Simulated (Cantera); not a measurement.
Charge: 1 mol PbO, 3.1 mol CO, 0.11 mol N2, equilibrated at 13.3 mbar.

Cantera equilibrium calculation (NASA polynomials, part measured and part estimated; ideal gas, pure solids and liquids). Candidate condensed phases: C, Pb, PbO, PbO2, Pb3O4; 27 gas species. Gases not in the tables: (PbO)n polymers. Rates play no part.

### Question
Which condensed phases are stable at each of these points (T (K)): 1075, 1225, 1375, 1525, 1675, 1825, 1975, 2125, 2275, 2425?

### Answer
```
T (K)  condensed phases  Pb condensed (%)
-----  ----------------  ----------------
1075              Pb(l)              98.2
1225              Pb(l)              75.8
1375           gas only               0.0
1525           gas only               0.0
1675           gas only               0.0
1825           gas only               0.0
1975           gas only               0.0
2125           gas only               0.0
2275           gas only               0.0
2425           gas only               0.0
```

From 1075 K to 1225 K the condensed part is Pb(l). From 1375 K to 2425 K nothing is condensed.
